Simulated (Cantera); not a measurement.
Feed: 1 mol CHF₃, at 1400 K.

Cantera equilibrium calculation (NASA polynomials, part measured and part estimated; ideal gas, pure solids and liquids). Candidate condensed phases: C, C₆H₆, C₇H₈, C₈H₁₈; 95 gas species. Gases not in the tables: C₂F₆ and larger saturated fluorocarbons. The numbers say what is thermodynamically allowed, not how fast it happens.

At 7700 Pa, list the 3 most abundant gas species with their mole fractions, and the condensed phases.

HF 0.667, CF₄ 0.333, CF₂ 1.79e-5. Condensed: C(graphite).
